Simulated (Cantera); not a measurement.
# Carbon deposition, reforming and gasification: C6H6 + NH3 + N2

Feed: 1 mol C6H6, 0.014 mol NH3, a varied amount of N2, equilibrated at 2725 K and 1.33 mbar.

Equilibrium computed with Cantera from the NASA thermochemical tables; the gas is ideal and each condensed phase is pure. Candidate condensed phases: C, C6H6, C7H8, C8H18; 92 gas species. Kinetics and transport are ignored.

From 0.19 mol N2 to 34 mol N2 the condensed part is C(graphite). The main C-bearing gas is C3 throughout. The share of C in condensed phases is highest at 0.19 mol N2 (94.8 %) and lowest at 34 mol N2 (61.7 %).

```csv
n(N2) (mol),x N2,x H,x H2,x HCN,x CN,n C(graphite)
0.19,0.0309,0.746,0.191,0.00909,0.00275,5.69
0.31,0.0505,0.731,0.183,0.0114,0.00352,5.66
0.53,0.0849,0.705,0.170,0.0143,0.00456,5.63
0.89,0.136,0.668,0.153,0.0171,0.00577,5.58
1.5,0.210,0.614,0.129,0.0195,0.00718,5.52
2.5,0.306,0.544,0.101,0.0209,0.00866,5.43
4.3,0.427,0.453,0.0704,0.0205,0.0102,5.30
7.2,0.548,0.360,0.0444,0.0185,0.0116,5.12
12,0.660,0.270,0.0250,0.0152,0.0127,4.84
20,0.755,0.192,0.0127,0.0116,0.0136,4.41
34,0.829,0.128,0.00563,0.00810,0.0143,3.70
```
x: gas mole fraction; n: condensed amount in mol.
